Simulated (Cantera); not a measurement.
A perfectly stirred reactor is fed with 0.345 % H2, 41.5 % O2, 58.1 % N2, at 20.0 Torr; it is held at 1175 K, and followed from long to short residence time.

Model: GRI-Mech 3.0 (53 species, 325 reactions), integrated in Cantera. Radical loss at walls, strong at low pressure, is not modelled.

Task: Predict: x(H2) at τ = 8.90 s; x(O2) at τ = 8.90 s; x(N2O) at τ = 8.90 s; x(H2O) at τ = 8.90 s; x(NO) at τ = 8.90 s; x(H2) at τ = 0.230 s; x(O2) at τ = 0.230 s; x(N2O) at τ = 0.230 s; x(H2O) at τ = 0.230 s; x(NO) at τ = 0.230 s.

Result: 
* **x(H2) at τ = 8.90 s**: 7.71e-6
* **x(O2) at τ = 8.90 s**: 0.414
* **x(N2O) at τ = 8.90 s**: 3.27e-8
* **x(H2O) at τ = 8.90 s**: 0.00341
* **x(NO) at τ = 8.90 s**: 3.50e-8
* **x(H2) at τ = 0.230 s**: 6.14e-5
* **x(O2) at τ = 0.230 s**: 0.413
* **x(N2O) at τ = 0.230 s**: 1.88e-8
* **x(H2O) at τ = 0.230 s**: 0.00327
* **x(NO) at τ = 0.230 s**: 9.28e-9
